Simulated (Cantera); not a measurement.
An isothermal, constant-pressure homogeneous reactor starts with H₂ : O₂ = 0.036 : 1 (molar parts), equivalence ratio 0.018, at 1100 K and 18.0 Torr.

Detailed kinetics in Cantera: GRI-Mech 3.0 (53 species, 325 reactions). Radical loss at walls, strong at low pressure, is not modelled. The temperature is held fixed by assumption; the heat of reaction is taken as removed at once.

x: mole fraction; the columns are a selection and need not sum to one.

```
t (s)         x H₂   x O₂       x O     x H₂O      x OH       x H
--------  --------  -----  --------  --------  --------  --------
1.00e-5     0.0347  0.965  8.11e-12    <1e-12  7.86e-12  6.25e-11
3.15e-5     0.0347  0.965  6.84e-11  1.13e-11  6.20e-11  1.64e-10
9.92e-5     0.0347  0.965  5.09e-10  2.41e-10  3.89e-10  4.23e-10
0.000312    0.0347  0.965   5.08e-9   5.22e-9   3.13e-9   2.27e-9
0.000984    0.0347  0.965         ?         ?         ?         ?
0.00310          ?  0.945         ?         ?         ?         ?
0.00976   0.000299  0.951    0.0123    0.0331   0.00134   0.00204
0.0307     8.22e-5  0.961   0.00341    0.0347  0.000695  0.000288
0.0968     1.17e-5  0.964  0.000501    0.0352  0.000265   1.61e-5
0.305      1.39e-6  0.965   6.25e-5    0.0353   9.42e-5   7.13e-7
0.960      1.96e-7  0.965   9.28e-6    0.0353   3.65e-5   4.10e-8
3.02       3.64e-8  0.965   1.79e-6    0.0354   1.60e-5   3.47e-9
9.53       8.37e-9  0.965   4.23e-7    0.0354   7.79e-6  3.99e-10
30.0       2.23e-9  0.965   1.15e-7    0.0354   4.05e-6  5.62e-11
```

Problem. Complete the blanks.

Solution. 
- 0.000984, x O: 5.26e-7
- 0.000984, x H₂O: 7.34e-7
- 0.000984, x OH: 3.06e-7
- 0.000984, x H: 2.07e-7
- 0.00310, x H₂: 0.00590
- 0.00310, x O: 0.0147
- 0.00310, x H₂O: 0.0237
- 0.00310, x OH: 0.00349
- 0.00310, x H: 0.00683
